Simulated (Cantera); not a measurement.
What does this Cantera script print?

```python
import numpy as np
import cantera as ct

gas_names = """
    CL CL2 H HCL H2 N NH NH2 NH3 N2 N2H2 N2H4 Si SiCL SiCL2 SiCL3 SiCL4 SiH SiHCL3 SiH2 SiH2CL2 SiH3
    SiH3CL SiH4 SiN Si2 Si2N Si3
""".split()
cond_names = """
    NH4CL(a) NH4CL(b) Si(cr) Si(L) Si3N4(a)
""".split()


# ... load() reads the species with a 1 bar reference pressure and builds the phases ...
atoms = {
    'SiCl4': {'Si': 1, 'CL': 4},
    'NH3': {'N': 1, 'H': 3},
}
top_T = {'Si3N4(a)': 2400}  # K; cautious upper limits of use, not melting points


# ... equilibrate(T, P, feed) seeds the gas with the atoms and calls Mixture.equilibrate('TP', solver="vcs", rtol=1e-11, max_steps=5000) ...
results = []
P = 180  # Pa
for T in [825, 925, 1025, 1125, 1225, 1325, 1425, 1525, 1625, 1725, 1825, 1925]:
    for m in [1.4, 1.6, 1.9, 2.2, 2.6, 3, 3.5, 4, 4.7, 5.4, 6.3, 7.4]:
        feed = {'SiCl4': 1, 'NH3': m}  # mol
        mix = equilibrate(T, P, feed)
        results.append((T, P, feed, dict(zip(mix.species_names, mix.species_moles))))

for T, P, feed, n in results:
    print(f"{T:7g} {feed['NH3']:10.4g}  " + (" + ".join(c for c in cond_names if n.get(c, 0) > 1e-12) or "gas only"))
```

Result:

```
    825        1.4  Si3N4(a)
    825        1.6  Si3N4(a)
    825        1.9  Si3N4(a)
    825        2.2  Si3N4(a)
    825        2.6  Si3N4(a)
    825          3  Si3N4(a)
    825        3.5  Si3N4(a)
    825          4  Si3N4(a)
    825        4.7  Si3N4(a)
    825        5.4  Si3N4(a)
    825        6.3  Si3N4(a)
    825        7.4  Si3N4(a)
    925        1.4  Si3N4(a)
    925        1.6  Si3N4(a)
    925        1.9  Si3N4(a)
    925        2.2  Si3N4(a)
    925        2.6  Si3N4(a)
    925          3  Si3N4(a)
    925        3.5  Si3N4(a)
    925          4  Si3N4(a)
    925        4.7  Si3N4(a)
    925        5.4  Si3N4(a)
    925        6.3  Si3N4(a)
    925        7.4  Si3N4(a)
   1025        1.4  Si3N4(a)
   1025        1.6  Si3N4(a)
   1025        1.9  Si3N4(a)
   1025        2.2  Si3N4(a)
   1025        2.6  Si3N4(a)
   1025          3  Si3N4(a)
   1025        3.5  Si3N4(a)
   1025          4  Si3N4(a)
   1025        4.7  Si3N4(a)
   1025        5.4  Si3N4(a)
   1025        6.3  Si3N4(a)
   1025        7.4  Si3N4(a)
   1125        1.4  Si3N4(a)
   1125        1.6  Si3N4(a)
   1125        1.9  Si3N4(a)
   1125        2.2  Si3N4(a)
   1125        2.6  Si3N4(a)
   1125          3  Si3N4(a)
   1125        3.5  Si3N4(a)
   1125          4  Si3N4(a)
   1125        4.7  Si3N4(a)
   1125        5.4  Si3N4(a)
   1125        6.3  Si3N4(a)
   1125        7.4  Si3N4(a)
   1225        1.4  Si3N4(a)
   1225        1.6  Si3N4(a)
   1225        1.9  Si3N4(a)
   1225        2.2  Si3N4(a)
   1225        2.6  Si3N4(a)
   1225          3  Si3N4(a)
   1225        3.5  Si3N4(a)
   1225          4  Si3N4(a)
   1225        4.7  Si3N4(a)
   1225        5.4  Si3N4(a)
   1225        6.3  Si3N4(a)
   1225        7.4  Si3N4(a)
   1325        1.4  Si3N4(a)
   1325        1.6  Si3N4(a)
   1325        1.9  Si3N4(a)
   1325        2.2  Si3N4(a)
   1325        2.6  Si3N4(a)
   1325          3  Si3N4(a)
   1325        3.5  Si3N4(a)
   1325          4  Si3N4(a)
   1325        4.7  Si3N4(a)
   1325        5.4  Si3N4(a)
   1325        6.3  Si3N4(a)
   1325        7.4  Si3N4(a)
   1425        1.4  gas only
   1425        1.6  Si3N4(a)
   1425        1.9  Si3N4(a)
   1425        2.2  Si3N4(a)
   1425        2.6  Si3N4(a)
   1425          3  Si3N4(a)
   1425        3.5  Si3N4(a)
   1425          4  Si3N4(a)
   1425        4.7  Si3N4(a)
   1425        5.4  Si3N4(a)
   1425        6.3  Si3N4(a)
   1425        7.4  Si3N4(a)
   1525        1.4  gas only
   1525        1.6  gas only
   1525        1.9  gas only
   1525        2.2  gas only
   1525        2.6  gas only
   1525          3  gas only
   1525        3.5  gas only
   1525          4  Si3N4(a)
   1525        4.7  Si3N4(a)
   1525        5.4  Si3N4(a)
   1525        6.3  Si3N4(a)
   1525        7.4  Si3N4(a)
   1625        1.4  gas only
   1625        1.6  gas only
   1625        1.9  gas only
   1625        2.2  gas only
   1625        2.6  gas only
   1625          3  gas only
   1625        3.5  gas only
   1625          4  gas only
   1625        4.7  gas only
   1625        5.4  gas only
   1625        6.3  gas only
   1625        7.4  gas only
   1725        1.4  gas only
   1725        1.6  gas only
   1725        1.9  gas only
   1725        2.2  gas only
   1725        2.6  gas only
   1725          3  gas only
   1725        3.5  gas only
   1725          4  gas only
   1725        4.7  gas only
   1725        5.4  gas only
   1725        6.3  gas only
   1725        7.4  gas only
   1825        1.4  gas only
   1825        1.6  gas only
   1825        1.9  gas only
   1825        2.2  gas only
   1825        2.6  gas only
   1825          3  gas only
   1825        3.5  gas only
   1825          4  gas only
   1825        4.7  gas only
   1825        5.4  gas only
   1825        6.3  gas only
   1825        7.4  gas only
   1925        1.4  gas only
   1925        1.6  gas only
   1925        1.9  gas only
   1925        2.2  gas only
   1925        2.6  gas only
   1925          3  gas only
   1925        3.5  gas only
   1925          4  gas only
   1925        4.7  gas only
   1925        5.4  gas only
   1925        6.3  gas only
   1925        7.4  gas only
```

Method: chemical equilibrium by Gibbs-energy minimisation in Cantera with the NASA 1993 tables (ideal gas, pure condensed phases). The tables' values for SiCl3 are old estimates.
